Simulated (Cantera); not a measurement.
An adiabatic, constant-volume homogeneous reactor starts with CH₄ : O₂ : N₂ = 1 : 5.88 : 22.1 (molar parts), equivalence ratio 0.34, at 1773 K and 30.0 bar. Integrator tolerance rtol = 1e-08.

Detailed kinetics in Cantera: GRI-Mech 3.0 (53 species, 325 reactions). The pressure lies above the range GRI-Mech 3.0 was tuned for (to about 10 atm).

Q: What does this change do: pressure from 30.0 bar to 0.590 bar?

A: 
```csv
quantity,before,after
time of steepest temperature rise,7.15 µs,0.203 ms
temperature at 0.400 s,2590 K,2498 K
equilibrium temperature,2590 K,2498 K
x(CH₄) at 0.400 s,<1e-12 (gas-phase equilibrium <1e-12),<1e-12 (gas-phase equilibrium <1e-12)
x(O₂) at 0.400 s,0.122 (gas-phase equilibrium 0.122),0.121 (gas-phase equilibrium 0.121)
x(CH₃) at 0.400 s,<1e-12 (gas-phase equilibrium <1e-12),<1e-12 (gas-phase equilibrium <1e-12)
x(CO₂) at 0.400 s,0.0336 (gas-phase equilibrium 0.0336),0.0307 (gas-phase equilibrium 0.0307)
x(C₂H) at 0.400 s,<1e-12 (gas-phase equilibrium <1e-12),<1e-12 (gas-phase equilibrium <1e-12)
x(C₂H₆) at 0.400 s,<1e-12 (gas-phase equilibrium <1e-12),<1e-12 (gas-phase equilibrium <1e-12)
x(HCN) at 0.400 s,4.25e-12 (gas-phase equilibrium 4.25e-12),3.35e-12 (gas-phase equilibrium 3.35e-12)
```

Q: What does this change do: initial temperature 1773 to 1150 K?

A: 
| quantity | before | after |
|---|---|---|
| time of steepest temperature rise | 7.15 µs | 2.17 ms |
| temperature at 0.400 s | 2590 K | 2086 K |
| equilibrium temperature | 2590 K | 2086 K |
| x(CH₄) at 0.400 s | <1e-12 (gas-phase equilibrium <1e-12) | <1e-12 (gas-phase equilibrium <1e-12) |
| x(O₂) at 0.400 s | 0.122 (gas-phase equilibrium 0.122) | 0.130 (gas-phase equilibrium 0.130) |
| x(CH₃) at 0.400 s | <1e-12 (gas-phase equilibrium <1e-12) | <1e-12 (gas-phase equilibrium <1e-12) |
| x(CO₂) at 0.400 s | 0.0336 (gas-phase equilibrium 0.0336) | 0.0345 (gas-phase equilibrium 0.0345) |
| x(C₂H) at 0.400 s | <1e-12 (gas-phase equilibrium <1e-12) | <1e-12 (gas-phase equilibrium <1e-12) |
| x(C₂H₆) at 0.400 s | <1e-12 (gas-phase equilibrium <1e-12) | <1e-12 (gas-phase equilibrium <1e-12) |
| x(HCN) at 0.400 s | 4.25e-12 (gas-phase equilibrium 4.25e-12) | <1e-12 (gas-phase equilibrium <1e-12) |
